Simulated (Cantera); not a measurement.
Cantera run, input and output.

```python
import numpy as np
import cantera as ct

gas = ct.Solution("gri30.yaml")
gas.TPX = 1423, 1000000, {'CH4': 0.0042, 'O2': 0.036, 'N2': 1}
reactor = ct.IdealGasConstPressureReactor(gas, energy="off", clone=False)
net = ct.ReactorNet([reactor])
net.rtol, net.atol = 1e-08, 1e-18
show = ['CH4', 'O2', 'H2O', 'NO', 'H2O2']
times = np.geomspace(0.0007, 2, 15)

steps = ct.SolutionArray(gas, extra=["t"])
rows = []
print(f"{'t/s':>10s}{'T/K':>9s}{'P/Pa':>11s}" + "".join(f"{s:>11s}" for s in show))
for t in times:
    while net.time < t:
        t_next = net.step()
        steps.append(gas.state, t=t_next)
    rows.append([np.interp(t, steps.t, y) for y in (steps.T, steps.P, *steps(*show).X.T)])
    print(f"{t:10.3e}{rows[-1][0]:9.1f}{rows[-1][1]:11.4g}" + "".join(f"{x:11.3e}" for x in rows[-1][2:]))
rate = np.gradient(steps.T, steps.t)
print("integrator steps:", len(steps.t))
if steps.T.max() > steps.T[0] + 200:
    print(f"time of steepest temperature rise: {steps.t[rate.argmax()]:.4e} s")
gas.TPX = 1423, 1000000, {'CH4': 0.0042, 'O2': 0.036, 'N2': 1}
gas.equilibrate("TP")
print(f"equilibrium (TP): T = {gas.T:.1f} K  " + "  ".join(f"{s} {gas[s].X[0]:.3e}" for s in show))
```

Result:

```
       t/s      T/K       P/Pa        CH4         O2        H2O         NO       H2O2
 7.000e-04   1423.0      1e+06  3.925e-03  3.454e-02  8.488e-05  1.563e-12  8.540e-09
 1.236e-03   1423.0      1e+06  2.798e-03  3.351e-02  1.346e-03  1.420e-10  7.015e-07
 2.182e-03   1423.0      1e+06  3.435e-11  2.708e-02  8.043e-03  5.845e-08  6.649e-08
 3.852e-03   1423.0      1e+06  1.833e-16  2.666e-02  8.060e-03  1.061e-07  2.170e-08
 6.800e-03   1423.0      1e+06  3.283e-17  2.656e-02  8.068e-03  1.329e-07  7.625e-09
 1.200e-02   1423.0      1e+06  7.472e-18  2.654e-02  8.071e-03  1.472e-07  2.781e-09
 2.119e-02   1423.0      1e+06  5.307e-18  2.653e-02  8.073e-03  1.536e-07  1.173e-09
 3.742e-02   1423.0      1e+06  2.927e-18  2.653e-02  8.073e-03  1.561e-07  6.765e-10
 6.606e-02   1423.0      1e+06  2.419e-18  2.653e-02  8.073e-03  1.570e-07  5.548e-10
 1.166e-01   1423.0      1e+06  2.313e-18  2.653e-02  8.074e-03  1.576e-07  5.407e-10
 2.059e-01   1423.0      1e+06  2.196e-18  2.653e-02  8.074e-03  1.585e-07  5.403e-10
 3.635e-01   1423.0      1e+06  2.005e-18  2.653e-02  8.074e-03  1.601e-07  5.403e-10
 6.417e-01   1423.0      1e+06  1.709e-18  2.653e-02  8.074e-03  1.628e-07  5.403e-10
 1.133e+00   1423.0      1e+06  1.294e-18  2.653e-02  8.074e-03  1.677e-07  5.403e-10
 2.000e+00   1423.0      1e+06  8.038e-19  2.653e-02  8.074e-03  1.763e-07  5.403e-10
integrator steps: 1715
equilibrium (TP): T = 1423.0 K  CH4 1.687e-33  O2 2.637e-02  H2O 8.074e-03  NO 3.236e-04  H2O2 5.387e-10
```

Cantera simulation using GRI-Mech 3.0 (53 species, 325 reactions); the numbers are that mechanism's predictions, not measurements.
